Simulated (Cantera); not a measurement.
Source: NASA polynomial tables (part measured, part estimated), evaluated in Cantera. Values are per mole of reaction as written; species without (g) are pure solids or liquids, kept so even where they would boil at 1 bar.

Between 1975 and 2100 K, where is each reaction favourable under standard conditions?
- NO(g) + 4 Ti3O5 → N(g) + 3 Ti4O7


- NO(g) + 4 Ti3O5 → N(g) + 3 Ti4O7: ΔG° is 101 kJ at 1975 K and 84 kJ at 2100 K; it stays positive (K < 1). ΔH° is -54 kJ and ΔS° -66 J/K at 2100 K.
